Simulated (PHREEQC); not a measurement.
Solution (25 °C): 30 mmol/kgw NaBF4, 0.22 mmol/kgw NH3 and 4.5 mmol/kgw NaOH. Closed to the air; pH follows from the charge balance.

All values are PHREEQC results (ion-association model, wateq4f.dat), not measurements.

Each row changes one thing in this solution. Precipitation was switched off in this run.

```
case                                            pH  ionic strength (mol/kgw)
-------------------------------------------  -----  ------------------------
as made                                       3.36                    0.0351
NaOH from 0.0045 to 0.00225 mol/kgw           3.13                    0.0333
NaOH from 0.0045 to 0.009 mol/kgw             3.71                    0.0393
NaBF4 left out                               11.62                   0.00450
diluted 2-fold with water                     3.23                    0.0180
diluted 100-fold with water                   3.40                  0.000757
NH3 left out                                  3.34                    0.0349
NaOH replaced by NaHF2 at the same molality   3.06                    0.0356
```

Complexes and solids missing from the database can't appear. Real BF4- forms and hydrolyses slowly; the run takes it at equilibrium.
